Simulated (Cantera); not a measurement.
A perfectly stirred reactor is fed with H2 : O2 : N2 = 1.2 : 1 : 3.3 (molar parts), at 0.133 bar; it is held at 1048 K, and followed from long to short residence time.

Computed with Cantera and the H2/O2 subset of GRI-Mech 3.0, which has no nitrogen chemistry. Radical loss at walls, strong at low pressure, is not modelled. The temperature is held fixed by assumption; the heat of reaction is taken as removed at once.

**Question.** What does this change do: pressure from 0.133 bar to 0.190 bar?

**Answer.** 
```
quantity                 before     after
---------------------  --------  --------
x(H2) at τ = 24.0 s     9.29e-5   9.03e-5
x(O2) at τ = 24.0 s      0.0817    0.0817
x(O) at τ = 24.0 s      7.56e-6   4.11e-6
x(HO2) at τ = 24.0 s    2.28e-6   2.47e-6
x(OH) at τ = 24.0 s     5.93e-5   4.03e-5
x(H2) at τ = 0.170 s    0.00225   0.00215
x(O2) at τ = 0.170 s     0.0825    0.0825
x(O) at τ = 0.170 s    0.000236  0.000144
x(HO2) at τ = 0.170 s   1.51e-5   1.91e-5
x(OH) at τ = 0.170 s   0.000334  0.000231
```

**Question.** What does this change do: temperature 1048 to 950 K?

**Answer.** 
```
quantity                 before     after
---------------------  --------  --------
x(H2) at τ = 24.0 s     9.29e-5  0.000519
x(O2) at τ = 24.0 s      0.0817    0.0819
x(O) at τ = 24.0 s      7.56e-6   4.05e-6
x(HO2) at τ = 24.0 s    2.28e-6   7.38e-6
x(OH) at τ = 24.0 s     5.93e-5   1.12e-5
x(H2) at τ = 0.170 s    0.00225   0.00601
x(O2) at τ = 0.170 s     0.0825    0.0843
x(O) at τ = 0.170 s    0.000236  0.000135
x(HO2) at τ = 0.170 s   1.51e-5   2.17e-5
x(OH) at τ = 0.170 s   0.000334  0.000129
```

**Question.** What does this change do: pressure from 0.133 bar to 0.970 bar?

**Answer.** 
```
quantity                 before     after
---------------------  --------  --------
x(H2) at τ = 24.0 s     9.29e-5  0.000729
x(O2) at τ = 24.0 s      0.0817    0.0820
x(O) at τ = 24.0 s      7.56e-6   1.51e-7
x(HO2) at τ = 24.0 s    2.28e-6   1.10e-5
x(OH) at τ = 24.0 s     5.93e-5   8.55e-7
x(H2) at τ = 0.170 s    0.00225    0.0204
x(O2) at τ = 0.170 s     0.0825    0.0909
x(O) at τ = 0.170 s    0.000236   3.10e-6
x(HO2) at τ = 0.170 s   1.51e-5   8.82e-5
x(OH) at τ = 0.170 s   0.000334   3.71e-6
```
